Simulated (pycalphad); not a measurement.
CALPHAD calculation (pycalphad, COST 507 light-alloy database (1999)), 1 atm. The data set is of 1999 and partly superseded. Kinetics are ignored, which matters at the lower temperatures.

Problem. How does the equilibrium phase assembly of Hf-25.4B (wt.%) change on cooling from 3900 K to 500 K?

Solution. 
```tsv
T (K)	phases above	phases below
3317.2	liquid	B2M + liquid
2337.9	B2M + liquid	B2M + β-boron
```
Changes were sought between steps of 100 K, so a narrower field can be missed.

Database names, with the compositions (at.%) that they take in these runs: B2M: B 67 Hf 33.
